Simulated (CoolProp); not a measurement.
Vapour-liquid equilibrium of n-octane (1) + n-dodecane (2) at 445.3 K; x and y are mole fractions of (1).

Model: multi-fluid Helmholtz-energy mixture model, Beckmüller 2019 and Lemmon 2004; pair parameters Bell 2016, in CoolProp.

```csv
x,"bubble pressure, mixture model (bar)","bubble pressure, Raoult's law (bar)","y, mixture model","y, Raoult's law"
0.05,0.4272,0.4528,0.301,0.348
0.125,0.6077,0.6659,0.540,0.592
0.2,0.7952,0.8790,0.674,0.717
0.275,0.9897,1.092,0.760,0.794
0.35,1.191,1.305,0.819,0.845
0.425,1.399,1.518,0.862,0.882
0.5,1.612,1.731,0.894,0.910
0.575,1.832,1.945,0.920,0.932
0.65,2.056,2.158,0.941,0.950
0.725,2.284,2.371,0.957,0.964
0.8,2.516,2.584,0.972,0.976
0.875,2.752,2.797,0.984,0.986
0.95,2.991,3.010,0.994,0.995
```

The largest gap from Raoult's law is -9.5 % in bubble pressure, at x = 0.2. No azeotrope shows between x = 0.05 and 0.95.

The pair parameters rest on a limited set of measurements; away from them the model extrapolates.
